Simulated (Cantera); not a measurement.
Cantera run:

```python
import numpy as np
import cantera as ct

gas_names = """
    C CH CH2 CH3 CH2OH CH3O CH4 CH3OH CO CO2 COOH C2 C2H CHCO,ketyl C2H2,acetylene C2H2,vinylidene
    CH2CO,ketene C2H3,vinyl CH3CO,acetyl C2H4 C2H4O,ethylen CH3CHO,ethanal CH3COOH (HCOOH)2 C2H5 C2H6
    CH3OCH3 C2H5OH C2O C3 C3H3,propargyl C3H4,allene C3H4,propyne C3H4,cyclo- C3H5,allyl C3H6,propylene
    C3H6,cyclo- C3H6O C3H7,n-propyl C3H7,i-propyl C3H8 C3H8O,1propanol C3H8O,2propanol C3O2 C4 C4H2
    C4H4,1,3-cyclo- C4H6,butadiene C4H6,2-butyne C4H6,cyclo- C4H8,1-butene C4H8,cis2-buten
    C4H8,tr2-butene C4H8,isobutene C4H8,cyclo- (CH3COOH)2 C4H9,n-butyl C4H9,i-butyl C4H9,s-butyl
    C4H9,t-butyl C4H10,isobutane C4H10,n-butane C5 C5H6,1,3cyclo- C5H8,cyclo- C5H10,1-pentene
    C5H10,cyclo- C5H11,pentyl C5H11,t-pentyl C5H12,n-pentane C5H12,i-pentane CH3C(CH3)2CH3 C6H2
    C6H5,phenyl C6H5O,phenoxy C6H6 C6H5OH,phenol C6H10,cyclo- C6H12,1-hexene C6H12,cyclo- C6H13,n-hexyl
    C7H7,benzyl C7H8 C7H8O,cresol C7H14,1-heptene C7H15,n-heptyl C7H16,n-heptane C8H8,styrene
    C8H10,ethylbenz C8H16,1-octene C8H17,n-octyl C8H18,isooctane C8H18,n-octane C9H19,n-nonyl
    C10H8,naphthale C10H21,n-decyl C12H9,o-bipheny C12H10,bipheny H HCO HO2 H2 HCHO,formaldehy HCOOH H2O
    H2O2 O OH O2 O3 Si SiC SiC2 SiC4H12 SiH SiH2 SiH3 SiH4 SiO SiO2 Si2 Si2C Si3
""".split()
cond_names = """
    C(gr) C6H6(L) C7H8(L) C8H18(L),n-octa H2O(s) H2O(L) Si(cr) Si(L) SiC(b) SiO2(Lqz) SiO2(hqz) SiO2(L)
""".split()


def load(file, names, dense=False):
    # The tables refer to 1 bar. Condensed volumes are neglected.
    table = {s.name: s for s in ct.Species.list_from_file(file)}
    out = []
    for n in names:
        d = dict(table[n].input_data)
        d["thermo"] = dict(d["thermo"], **{"reference-pressure": 1e5})
        if dense:
            d["equation-of-state"] = {"model": "constant-volume", "density": "1e6 g/cm^3"}
        out.append(ct.Species.from_dict(d))
    return out


gas = ct.Solution(thermo="ideal-gas", species=load("nasa_gas.yaml", gas_names))
cond = {s.name: ct.Solution(thermo="fixed-stoichiometry", species=[s], name=s.name)
        for s in load("nasa_condensed.yaml", cond_names, dense=True)}
atoms = {
    'SiC': {'Si': 1, 'C': 1},
    'O2': {'O': 2},
    'H2': {'H': 2},
}
top_T = {'C(gr)': 4500, 'SiC(b)': 3050}  # K; cautious upper limits of use, not melting points


def equilibrate(T, P, feed):
    n = {}
    for name, mol in feed.items():
        for a, k in atoms[name].items():
            n[a] = n.get(a, 0.0) + k * mol
    gas.TPX = T, P, n
    mass = sum(n.values()) * gas.mean_molecular_weight
    gas.equilibrate("TP")
    valid = [c for c in cond.values() if c.min_temp <= T <= top_T.get(c.name, c.max_temp)]
    mix = ct.Mixture([(gas, mass / gas.mean_molecular_weight)] + [(c, 0.0) for c in valid])
    mix.T, mix.P = T, P
    mix.equilibrate("TP", solver="vcs", rtol=1e-11, max_steps=5000)
    return mix


results = []
feed = {'SiC': 1, 'O2': 0.0085, 'H2': 480}  # mol
P = 0.48  # Pa
for T in [1225, 1300, 1375, 1450, 1525, 1600, 1675]:
    mix = equilibrate(T, P, feed)
    results.append((T, P, feed, dict(zip(mix.species_names, mix.species_moles))))
    x = sorted(zip(gas.X, gas.species_names), reverse=True)
    print(f"T = {T:g} K  P = {P:g} Pa  gas = {mix.phase_moles(0):.4g} mol")
    print("   x: " + "  ".join(f"{s} {v:.3e}" for v, s in x if v > 1e-05))
    print("   condensed (mol): " + ("  ".join(f"{mix.phase(i).name} {mix.phase_moles(i):.4g}"
          for i in range(1, mix.n_phases) if mix.phase_moles(i) > 1e-12) or "none"))
```

Result:

```
T = 1225 K  P = 0.48 Pa  gas = 480.1 mol
   x: H2 9.998e-01  H 1.422e-04  CO 1.774e-05  SiO 1.767e-05
   condensed (mol): SiC(b) 0.9915
T = 1300 K  P = 0.48 Pa  gas = 480.1 mol
   x: H2 9.995e-01  H 5.048e-04  CO 1.819e-05  SiO 1.722e-05
   condensed (mol): SiC(b) 0.9913
T = 1375 K  P = 0.48 Pa  gas = 480.4 mol
   x: H2 9.984e-01  H 1.563e-03  CO 2.204e-05  SiO 1.335e-05
   condensed (mol): SiC(b) 0.9894
T = 1450 K  P = 0.48 Pa  gas = 481.1 mol
   x: H2 9.956e-01  H 4.307e-03  CO 3.235e-05  Si 2.921e-05
   condensed (mol): SiC(b) 0.9843
T = 1525 K  P = 0.48 Pa  gas = 482.6 mol
   x: H2 9.892e-01  H 1.074e-02  Si 4.587e-05  CO 3.506e-05
   condensed (mol): SiC(b) 0.9775
T = 1600 K  P = 0.48 Pa  gas = 486.1 mol
   x: H2 9.752e-01  H 2.451e-02  Si 2.135e-04  CO 3.487e-05  C2H2,acetylene 2.682e-05
   condensed (mol): C(gr) 0.06125  SiC(b) 0.8946
T = 1675 K  P = 0.48 Pa  gas = 493.3 mol
   x: H2 9.471e-01  H 5.158e-02  Si 1.216e-03  C2H2,acetylene 5.500e-05  CO 3.433e-05
   condensed (mol): C(gr) 0.53  SiC(b) 0.3877
```

Equilibrium computed with Cantera from the NASA thermochemical tables; the gas is ideal and each condensed phase is pure.
